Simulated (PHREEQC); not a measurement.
Dissolve 0.25 mol/kgw CdSO4, 0.011 mol/kgw KCl and 0.00046 mol/kgw H2SO4 at 20 °C. Closed to the air; pH follows from the charge balance.

Equilibrium calculation in PHREEQC: ion-association model, phreeqc.dat.

Each row changes one thing in this solution. No solid was allowed to form.

```tsv
case	pH	ionic strength (mol/kgw)	SO4-2 (mol/kgw)	K+ (mol/kgw)	Cl- (mol/kgw)	KSO4- (mol/kgw)	SI of Sylvite (KCl)
as made	3.48	0.426	0.0569	0.0102	0.00316	0.000774	-5.73
H2SO4 replaced by Li2SO4 at the same molality	5.77	0.426	0.0570	0.0102	0.00317	0.000776	-5.73
CdSO4 from 0.25 to 0.5 mol/kgw	3.50	0.758	0.0793	0.0102	0.00193	0.000837	-5.99
KCl from 0.011 to 0.022 mol/kgw	3.49	0.430	0.0586	0.0204	0.00651	0.00159	-5.11
CdSO4 replaced by Na2SO4 at the same molality	3.76	0.611	0.175	0.00917	0.0110	0.00183	-5.26
```

The ionic strength passes 0.7 mol/kgw, the rough limit of the ion-association models, in CdSO4 from 0.25 to 0.5 mol/kgw.
